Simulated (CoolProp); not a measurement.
R1336mzz(E) along the isotherm 242.8 K: density (kg/m³) from the reference equation and from simpler models built on Tc = 403.5 K, pc = 27.79 bar, ω = 0.413; each cubic takes its own stable root.

Model: reference Helmholtz-energy equation of state, Akasaka 2023, in CoolProp.

```tsv
p (bar)	phase	reference	Redlich-Kwong	Soave-Redlich-Kwong	Peng-Robinson
7.13	liquid	1477	1235	1299	1464
14.3	liquid	1479	1239	1301	1466
21.4	liquid	1480	1242	1303	1468
28.5	liquid	1482	1246	1305	1470
35.6	liquid	1483	1250	1308	1472
42.8	liquid	1484	1253	1310	1474
49.9	liquid	1486	1256	1312	1476
57	liquid	1487	1259	1314	1478
```
